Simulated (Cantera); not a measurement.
A perfectly stirred reactor is fed with CO : O2 : H2O : N2 = 0.0068 : 0.036 : 0.055 : 1 (molar parts), at 4.93 atm; it is held at 1000 K, and followed from long to short residence time.

Detailed kinetics in Cantera: GRI-Mech 3.0 (53 species, 325 reactions).

x: mole fraction; the columns are a selection and need not sum to one.

```csv
τ (s),x CO,x O2,x H2O,x H2,x CO2
27,0.000739,0.0301,0.0502,1.36e-6,0.00547
5.8,0.00169,0.0306,0.0502,3.10e-6,0.00452
1.2,[?],0.0314,0.0502,5.73e-6,[?]
0.27,0.00512,0.0323,0.0501,5.49e-6,0.00108
0.058,0.00597,0.0327,0.0501,1.83e-6,0.000228
0.013,0.00619,0.0328,0.0501,[?],[?]
0.0027,0.00619,0.0328,0.0501,1.56e-10,2.96e-8
```

Some entries are withheld; supply them.


- 1.2, x CO: 0.00342
- 1.2, x CO2: 0.00278
- 0.013, x H2: 5.48e-8
- 0.013, x CO2: 9.08e-6
